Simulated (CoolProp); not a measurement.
R115 at several states: fugacity coefficient from the reference equation and from simpler models built on Tc = 80.0 °C, pc = 3.129 MPa, ω = 0.248; each cubic takes its own stable root.

The numbers come from the reference Helmholtz-energy equation of state, Lemmon 2016 in CoolProp.

```tsv
T (°C)	p (MPa)	phase	reference
-71.15	1.34	liquid	0.01476
153.65	0.0197	gas	0.9989
88.35	0.103	gas	0.9901
25.45	0.0214	gas	0.9962
-4.85	0.21	gas	0.9468
```

### Question
How far does each simpler model (van der Waals, Redlich-Kwong, Soave-Redlich-Kwong, Peng-Robinson) lie from the reference over these 5 states: mean and median of the absolute difference, and the worst?

### Answer
- van der Waals: mean 193.8 %, median 0.1 %, worst +967.1 % at -71.15 °C and 1.34 MPa
- Redlich-Kwong: mean 21.0 %, median 0.1 %, worst +104.5 % at -71.15 °C and 1.34 MPa
- Soave-Redlich-Kwong: mean 0.2 %, median 0.0 %, worst -1.1 % at -71.15 °C and 1.34 MPa
- Peng-Robinson: mean 0.4 %, median 0.2 %, worst +1.4 % at -71.15 °C and 1.34 MPa
